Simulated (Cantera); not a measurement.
A Cantera script and what it prints.

```python
import numpy as np
import cantera as ct

gas_names = """
    AL CL AL2CL6 ALCL
""".split()
cond_names = """
    ALCL3(s) ALCL3(L)
""".split()


# ... load() reads the species with a 1 bar reference pressure and builds the phases ...
species = {s.name: s for s in load("nasa_gas.yaml", gas_names) + load("nasa_condensed.yaml", cond_names)}
# Each term lists the table entries of one substance; the one whose range holds T is used.
reactions = {
    'Al(g) + 3 Cl(g) = AlCl3':
        [(-1, ['AL']), (-3, ['CL']), (1, ['ALCL3(s)', 'ALCL3(L)'])],
    'Al2Cl6(g) = 4 Cl(g) + 2 AlCl(g)':
        [(-1, ['AL2CL6']), (4, ['CL']), (2, ['ALCL'])],
}


def pick(names, T):
    return next(species[n] for n in names if species[n].thermo.min_temp <= T <= species[n].thermo.max_temp)


results = []
for label, terms in reactions.items():
    print(label)
    print("     T/K   dH/kJ  dS/(J/K)   dG/kJ   log10 K")
    for T in [350, 375, 400, 425, 450, 475, 500, 525, 550, 575]:
        used = [(nu, pick(names, T)) for nu, names in terms]
        dH = sum(nu * s.thermo.h(T) for nu, s in used) / 1e6
        dS = sum(nu * s.thermo.s(T) for nu, s in used) / 1e3
        dG = dH - T * dS / 1e3
        logK = -dG * 1e6 / (ct.gas_constant * T * np.log(10))
        results.append((label, T, dH, dS, dG, logK, [s.name for _, s in used]))
        print(f"{T:8g} {dH:8.1f} {dS:8.1f} {dG:8.1f} {logK:8.2f}")
```

Result:

```
Al(g) + 3 Cl(g) = AlCl3
     T/K   dH/kJ  dS/(J/K)   dG/kJ   log10 K
     350  -1398.9   -549.9  -1206.5   180.05
     375  -1398.7   -549.3  -1192.7   166.13
     400  -1398.4   -548.6  -1179.0   153.96
     425  -1398.1   -547.8  -1165.3   143.22
     450  -1397.7   -546.9  -1151.6   133.67
     475  -1361.8   -469.7  -1138.7   125.21
     500  -1360.9   -467.9  -1126.9   117.73
     525  -1360.0   -466.1  -1115.3   110.96
     550  -1359.1   -464.4  -1103.6   104.81
     575  -1358.2   -462.8  -1092.0    99.20
Al2Cl6(g) = 4 Cl(g) + 2 AlCl(g)
     T/K   dH/kJ  dS/(J/K)   dG/kJ   log10 K
     350   1677.8    641.0   1453.5  -216.92
     375   1677.7    640.7   1437.5  -200.22
     400   1677.5    640.3   1421.4  -185.62
     425   1677.4    639.8   1405.4  -172.73
     450   1677.2    639.4   1389.5  -161.28
     475   1677.0    638.9   1373.5  -151.03
     500   1676.7    638.5   1357.5  -141.82
     525   1676.5    638.0   1341.6  -133.47
     550   1676.3    637.5   1325.6  -125.89
     575   1676.0    637.1   1309.7  -118.97
```

Source: NASA polynomial tables (part measured, part estimated), evaluated in Cantera. Condensed species are held in their standard states even where they would react or evaporate.
